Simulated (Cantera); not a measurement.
What does this Cantera script print?

```python
import numpy as np
import cantera as ct

gas = ct.Solution("gri30.yaml")
gas.TPX = 1375, 13332, {'N2O': 1, 'H2': 0.0038, 'N2': 0.79}
inlet = ct.Reservoir(gas, clone=True)

reactor = ct.IdealGasConstPressureReactor(gas, energy="off", clone=False)
exhaust = ct.Reservoir(gas, clone=True)
tau = [4.2, 1.6, 0.59, 0.22, 0.084, 0.031, 0.012, 0.0044, 0.0017, 0.00063, 0.00024][0]
for a, b in ((inlet, reactor), (reactor, exhaust)):
    ct.MassFlowController(a, b, mdot=lambda t: reactor.mass / tau)
net = ct.ReactorNet([reactor])
show = ['N2O', 'H2', 'H2O', 'HO2', 'O', 'NO', 'O2']

rows = []
print(f"{'tau/s':>10s}{'T/K':>9s}" + "".join(f"{s:>11s}" for s in show))
for tau in [4.2, 1.6, 0.59, 0.22, 0.084, 0.031, 0.012, 0.0044, 0.0017, 0.00063, 0.00024]:
    net.initial_time = 0.0
    net.advance(30 * tau)
    before = gas.X
    net.advance(40 * tau)
    drift = np.max(np.abs(gas.X - before) / (gas.X + 1e-9))
    rows.append([gas.T, *gas[show].X, drift])
    print(f"{tau:10.3e}{gas.T:9.1f}" + "".join(f"{x:11.3e}" for x in gas[show].X))
```

It prints:

```
     tau/s      T/K        N2O         H2        H2O        HO2          O         NO         O2
 4.200e+00   1375.0  6.779e-02  3.797e-06  1.699e-03  2.181e-08  1.476e-05  5.936e-02  1.610e-01
 1.600e+00   1375.0  1.428e-01  9.214e-06  1.755e-03  4.133e-08  1.657e-05  5.347e-02  1.346e-01
 5.900e-01   1375.0  2.650e-01  2.360e-05  1.840e-03  9.973e-08  1.756e-05  3.872e-02  9.414e-02
 2.200e-01   1375.0  3.929e-01  5.848e-05  1.909e-03  2.779e-07  1.795e-05  2.181e-02  5.254e-02
 8.400e-02   1375.0  4.794e-01  1.346e-04  1.902e-03  7.897e-07  1.806e-05  1.014e-02  2.456e-02
 3.100e-02   1375.0  5.248e-01  2.999e-04  1.770e-03  2.137e-06  1.806e-05  4.039e-03  9.917e-03
 1.200e-02   1375.0  5.436e-01  5.960e-04  1.486e-03  4.497e-06  1.791e-05  1.592e-03  3.954e-03
 4.400e-03   1375.0  5.519e-01  1.076e-03  1.009e-03  7.192e-06  1.744e-05  5.882e-04  1.444e-03
 1.700e-03   1375.0  5.552e-01  1.577e-03  5.111e-04  7.853e-06  1.671e-05  2.304e-04  5.356e-04
 6.300e-04   1375.0  5.567e-01  1.941e-03  1.563e-04  5.255e-06  1.576e-05  8.416e-05  1.815e-04
 2.400e-04   1375.0  5.572e-01  2.079e-03  2.996e-05  1.669e-06  1.433e-05  2.882e-05  6.089e-05
```

Model: GRI-Mech 3.0 (53 species, 325 reactions), integrated in Cantera. GRI-Mech 3.0 was tuned for natural gas; its chemistry of N2O as a main component is partial and can be far from experiment. The mechanism lacks the step 2 NO + O2 → 2 NO2, which can matter for NO2 below about 1400 K. The temperature is held fixed by assumption; the heat of reaction is taken as removed at once.
